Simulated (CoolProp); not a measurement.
Vapour-liquid equilibrium of cyclohexane (1) + n-octane (2) at 78.55 °C; x and y are mole fractions of (1).

The numbers come from the multi-fluid Helmholtz-energy mixture model, Zhou 2014 and Beckmüller 2019; pair parameters Bell 2016 in CoolProp.

```tsv
x	bubble pressure, mixture model (bar)	bubble pressure, Raoult's law (bar)	y, mixture model	y, Raoult's law
0.05	0.2571	0.2575	0.180	0.184
0.125	0.3115	0.3121	0.374	0.380
0.2	0.3664	0.3667	0.512	0.518
0.275	0.4213	0.4213	0.614	0.619
0.35	0.4762	0.4759	0.692	0.698
0.425	0.5310	0.5305	0.755	0.760
0.5	0.5856	0.5851	0.805	0.811
0.575	0.6400	0.6397	0.848	0.853
0.65	0.6944	0.6942	0.884	0.889
0.725	0.7486	0.7488	0.914	0.919
0.8	0.8030	0.8034	0.941	0.945
0.875	0.8575	0.8580	0.965	0.968
0.95	0.9122	0.9126	0.987	0.988
```

The largest gap from Raoult's law is -0.2 % in bubble pressure, at x = 0.125. No azeotrope shows between x = 0.05 and 0.95.

The pair parameters rest on a limited set of measurements; away from them the model extrapolates.
